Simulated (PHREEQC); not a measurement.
A solution holds 0.046 mol K2CO3 and 0.002 mol K2SO4 per kg of water, at 25 °C. Closed to the air; pH follows from the charge balance.

Equilibrium calculation in PHREEQC: ion-association model, phreeqc.dat.

This is a speciation only: nothing precipitates in the calculation.

Q: Predict the pH, ionic strength.

A: pH 11.24; ionic strength 0.141 mol/kgw.

Q: In which forms is S present?

A: SO4-2 82 %, KSO4- 18 % of the S.

Species that the database lacks are ignored.
